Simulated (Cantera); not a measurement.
An adiabatic, constant-volume homogeneous reactor starts with CO : H2 : CH4 : O2 : N2 : CO2 = 1 : 0.04 : 0.31 : 0.76 : 3.27 : 0.39 (molar parts), equivalence ratio 1.5, at 1525 K and 5.00 bar. Integrator tolerance rtol = 1e-08.

Detailed kinetics in Cantera: GRI-Mech 3.0 (53 species, 325 reactions).

| quantity | before | after |
|---|---|---|
| time of steepest temperature rise | 0.203 ms | 0.208 ms |
| temperature at 2.00 s | 2913 K | 2879 K |
| equilibrium temperature | 2913 K | 2879 K |
| x(CO) at 2.00 s | 0.145 (gas-phase equilibrium 0.145) | 0.243 (gas-phase equilibrium 0.243) |
| x(H2) at 2.00 s | 0.0126 (gas-phase equilibrium 0.0126) | 0.0174 (gas-phase equilibrium 0.0174) |
| x(CH4) at 2.00 s | <1e-12 (gas-phase equilibrium <1e-12) | 1.15e-12 (gas-phase equilibrium 1.37e-12) |
| x(H) at 2.00 s | 0.00440 (gas-phase equilibrium 0.00440) | 0.00466 (gas-phase equilibrium 0.00466) |
| x(CH2) at 2.00 s | <1e-12 (gas-phase equilibrium <1e-12) | 2.73e-12 (gas-phase equilibrium 2.86e-12) |
| x(HCN) at 2.00 s | 3.17e-8 (gas-phase equilibrium 3.17e-8) | 9.74e-8 (gas-phase equilibrium 9.74e-8) |
| x(C2H) at 2.00 s | <1e-12 (gas-phase equilibrium <1e-12) | <1e-12 (gas-phase equilibrium <1e-12) |

Question: Which change was made?
(A) pressure from 5.00 bar to 16.0 bar
(B) CO 1 to 1.9 parts
(C) pressure from 5.00 bar to 1.00 bar
(D) H2 0.04 to 0.016 parts

Answer: B, CO 1 to 1.9 parts
